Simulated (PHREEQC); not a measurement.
Dissolve 44 mmol/kgw KOH, 0.19 mmol/kgw H3BO3 and 1 mmol/kgw Na2CO3 at 31 °C and 50 atm. Closed to the air; pH follows from the charge balance.

Computed with PHREEQC (ion-association model, phreeqc.dat).

| quantity | before | after |
|---|---|---|
| pH | 12.34 | 11.37 |
| ionic strength (mol/kgw) | 0.0469 | 0.00728 |
| H3BO3 (mol/kgw) | 1.03e-7 | 1.05e-6 |

Question: What was changed between the two runs?
A. temperature from 31 to 65 °C
B. Na2CO3 left out
C. diluted 100-fold with water
D. 0.0022 mol/kgw CaBr2 added
E. KOH from 0.044 to 0.0044 mol/kgw

Answer: E, KOH from 0.044 to 0.0044 mol/kgw

Precipitation was switched off in this run. Under pressure, the constants of complexes without a molar volume in the database are unreliable.
